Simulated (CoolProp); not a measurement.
Properties of normal hydrogen along the isobar 2.71 MPa (Tc = 33.1 K, pc = 1.296 MPa, ω = -0.219).

Model: reference Helmholtz-energy equation of state, Leachman 2009, in CoolProp.

| T (K) | phase | Z | cp (kJ/(kg K)) | cv (kJ/(kg K)) | Joule-Thomson coefficient (K/MPa) | viscosity (µPa s) |
|---|---|---|---|---|---|---|
| 24.2 | liquid | 0.3879 | 10.58 | 5.935 | -0.8237 | 12.2 |
| 31.1 | liquid | 0.3506 | 15.79 | 6.292 | -0.07208 | 7.93 |
| 38.1 | supercritical | 0.4264 | 35.14 | 6.864 | 2.097 | 4.47 |
| 45 | supercritical | 0.6859 | 22.29 | 6.781 | 3.711 | 3.08 |
| 51.9 | supercritical | 0.8149 | 16.02 | 6.575 | 3.324 | 3.05 |
| 58.9 | supercritical | 0.8840 | 13.91 | 6.514 | 2.829 | 3.19 |
| 65.8 | supercritical | 0.9250 | 12.94 | 6.524 | 2.405 | 3.36 |
| 72.8 | supercritical | 0.9521 | 12.42 | 6.586 | 2.042 | 3.55 |
| 79.7 | supercritical | 0.9702 | 12.15 | 6.690 | 1.740 | 3.74 |
| 86.6 | supercritical | 0.9830 | 12.03 | 6.828 | 1.483 | 3.93 |

The peak of cp marks the crossing from liquid-like to gas-like fluid above the critical point.

Viscosity comes from a separate model (Muzny 2013).
